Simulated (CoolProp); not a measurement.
Vapour-liquid equilibrium of hydrogen sulfide (1) + n-hexane (2) at 1.21 bar; x and y are mole fractions of (1).

Computed with CoolProp (multi-fluid Helmholtz-energy mixture model, Lemmon 2006 and Thol 2019; pair parameters Kunz 2012).

**Question.** Give the bubble temperature and the first vapour's composition at x = 0.15, 0.35, 0.95. Is there an azeotrope?

**Answer.** x = 0.15: 235.7 K, y = 0.996; x = 0.35: 222.2 K, y = 0.999; x = 0.95: 217.4 K, y = 1.000. No azeotrope shows between x = 0.05 and 0.95.

The pair parameters rest on a limited set of measurements; away from them the model extrapolates. With so large a gap from Raoult's law the liquid may split in two, which this calculation doesn't test in full.
